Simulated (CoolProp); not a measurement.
Properties of R507A at several states.

Values from CoolProp's reference Helmholtz-energy equation of state, Lemmon 2003. It is a pseudo-pure fit of the blend.

```json
[
 {"T (K)": "323.3", "p (MPa)": "0.228", "phase": "gas", "Z": "0.9718", "cv (kJ/(kg K))": "0.8286", "speed of sound (m/s)": "169.3", "isothermal compressibility (1/MPa)": "4.516", "viscosity (µPa s)": "13.3", "conductivity (mW/(m K))": "15.5"},
 {"T (K)": "230", "p (MPa)": "1.96", "phase": "liquid", "Z": "0.07727", "cv (kJ/(kg K))": "0.8187", "speed of sound (m/s)": "709.2", "isothermal compressibility (1/MPa)": "0.002302", "viscosity (µPa s)": "346", "conductivity (mW/(m K))": "92.7"},
 {"T (K)": "443.4", "p (MPa)": "0.165", "phase": "gas", "Z": "0.9936", "cv (kJ/(kg K))": "1.008", "speed of sound (m/s)": "200.0", "isothermal compressibility (1/MPa)": "6.100", "viscosity (µPa s)": "17.9", "conductivity (mW/(m K))": "24.2"}
]
```

Viscosity comes from a separate model (Geller 2000). Thermal conductivity comes from a separate model (Geller 2001).
